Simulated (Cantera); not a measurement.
Feed: 1 mol Al(CH3)3, 4.1 mol N2, 9.1 mol H2, held at 600 °C and 8.25 Torr.

These are equilibrium values from Cantera (NASA tables, ideal gas, pure condensed phases), not measurements of a reactor. Candidate condensed phases: Al, AlN, C, C6H6, C7H8, C8H18; 97 gas species. The feed counts by its element totals alone. Kinetics and transport are ignored.

Base state: H2 0.787, N2 0.210, CH4 0.00305 (mole fractions); condensed: AlN(s) + C(graphite).

### Question
What changes in the equilibrium state with this change: N2 from 4.1 to 39 mol?

### Answer
| species | before | after |
|---|---|---|
| N2 | 0.210 | 0.739 |
| H2 | 0.787 | 0.260 |
| CH4 | 0.00305 | 0.000334 |
| AlN(s), mol | 1.00 | 1.00 |
| C(graphite), mol | 2.95 | 2.98 |
